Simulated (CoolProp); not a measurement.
Saturation properties of acetone.

The numbers come from the reference Helmholtz-energy equation of state, Lemmon 2006 in CoolProp. It is a short technical equation, of lower accuracy than the large ones.

```json
[
 {"T (°C)": "45.75", "p (kPa)": "70.24", "vapour density (kg/m³)": "1.606", "enthalpy of vaporisation (kJ/kg)": "512.6", "surface tension (mN/m)": "20.1"},
 {"T (°C)": "49.75", "p (kPa)": "81.22", "vapour density (kg/m³)": "1.841", "enthalpy of vaporisation (kJ/kg)": "___", "surface tension (mN/m)": "19.6"},
 {"T (°C)": "53.75", "p (kPa)": "93.52", "vapour density (kg/m³)": "2.103", "enthalpy of vaporisation (kJ/kg)": "504.0", "surface tension (mN/m)": "19.1"},
 {"T (°C)": "57.75", "p (kPa)": "107.3", "vapour density (kg/m³)": "2.393", "enthalpy of vaporisation (kJ/kg)": "499.6", "surface tension (mN/m)": "18.7"},
 {"T (°C)": "61.75", "p (kPa)": "122.6", "vapour density (kg/m³)": "2.715", "enthalpy of vaporisation (kJ/kg)": "495.1", "surface tension (mN/m)": "18.2"},
 {"T (°C)": "65.75", "p (kPa)": "139.5", "vapour density (kg/m³)": "3.069", "enthalpy of vaporisation (kJ/kg)": "490.6", "surface tension (mN/m)": "17.7"},
 {"T (°C)": "69.75", "p (kPa)": "158.3", "vapour density (kg/m³)": "3.460", "enthalpy of vaporisation (kJ/kg)": "486.0", "surface tension (mN/m)": "17.2"},
 {"T (°C)": "73.75", "p (kPa)": "179.0", "vapour density (kg/m³)": "3.889", "enthalpy of vaporisation (kJ/kg)": "481.3", "surface tension (mN/m)": "16.7"},
 {"T (°C)": "77.75", "p (kPa)": "201.7", "vapour density (kg/m³)": "4.359", "enthalpy of vaporisation (kJ/kg)": "476.6", "surface tension (mN/m)": "16.2"},
 {"T (°C)": "81.85", "p (kPa)": "227.3", "vapour density (kg/m³)": "4.886", "enthalpy of vaporisation (kJ/kg)": "471.6", "surface tension (mN/m)": "___"},
 {"T (°C)": "85.85", "p (kPa)": "254.7", "vapour density (kg/m³)": "5.449", "enthalpy of vaporisation (kJ/kg)": "466.7", "surface tension (mN/m)": "15.3"},
 {"T (°C)": "89.85", "p (kPa)": "284.5", "vapour density (kg/m³)": "___", "enthalpy of vaporisation (kJ/kg)": "461.8", "surface tension (mN/m)": "14.8"},
 {"T (°C)": "93.85", "p (kPa)": "316.9", "vapour density (kg/m³)": "6.728", "enthalpy of vaporisation (kJ/kg)": "456.7", "surface tension (mN/m)": "14.3"},
 {"T (°C)": "97.85", "p (kPa)": "352.2", "vapour density (kg/m³)": "7.452", "enthalpy of vaporisation (kJ/kg)": "451.5", "surface tension (mN/m)": "13.9"}
]
```

Q: Complete the blanks.

A: 
- 49.75, enthalpy of vaporisation (kJ/kg): 508.3
- 81.85, surface tension (mN/m): 15.7
- 89.85, vapour density (kg/m³): 6.061

It boils at 56.1 °C under 1 atm.

Surface tension comes from a separate correlation (Mulero 2012).
